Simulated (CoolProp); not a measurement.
Vapour-liquid equilibrium of isobutene (1) + n-butane (2) at 132 kPa; x and y are mole fractions of (1).

Model: multi-fluid Helmholtz-energy mixture model, Lemmon 2005 and Bücker 2006; pair parameters Bell 2016, in CoolProp.

```
x     bubble temperature (K)  y at the bubble point  dew temperature at overall composition x (K)  liquid density (mol/L)
----  ----------------------  ---------------------  --------------------------------------------  ----------------------
0.05                   279.3                  0.065                                         279.5                   10.25
0.15                   278.5                  0.187                                         278.7                   10.33
0.25                   277.6                  0.301                                         278.0                   10.41
0.35                   276.9                  0.407                                         277.3                   10.49
0.45                   276.2                  0.508                                         276.6                   10.57
0.55                   275.6                  0.604                                         275.9                   10.65
0.65                   275.0                  0.697                                         275.3                   10.73
0.75                   274.4                  0.786                                         274.6                   10.81
0.85                   273.9                  0.874                                         274.0                   10.90
0.95                   273.4                  0.958                                         273.4                   10.98
```

No azeotrope shows between x = 0.05 and 0.95.

Pair parameters are fitted to limited data, so mixtures are less certain than the pure fluids.
